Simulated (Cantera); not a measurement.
Equilibrium for metals in furnace atmospheres: Pb + CO2 + CO

Input: 1 mol Pb, 0.066 mol CO2, 4.2 mol CO, at 2000 K and 33000 Pa.

These are equilibrium values from Cantera (NASA tables, ideal gas, pure condensed phases), not measurements of a reactor. Candidate condensed phases: C, Pb, PbO, PbO2, Pb3O4; 15 gas species. The numbers say what is thermodynamically allowed, not how fast it happens.

| Quantity | Value |
|---|---|
| x(CO) | 0.798 |
| x(Pb) | 0.190 |
| x(CO2) | 0.0125 |
| x(PbO) | 6.18e-5 |
| x(Pb2) | 5.78e-5 |
| gas amount | 5.266 mol |
| log10 activity of Pb(l) (absent) | -1.15 |
| log10 activity of C(graphite) (absent) | -3.37 |
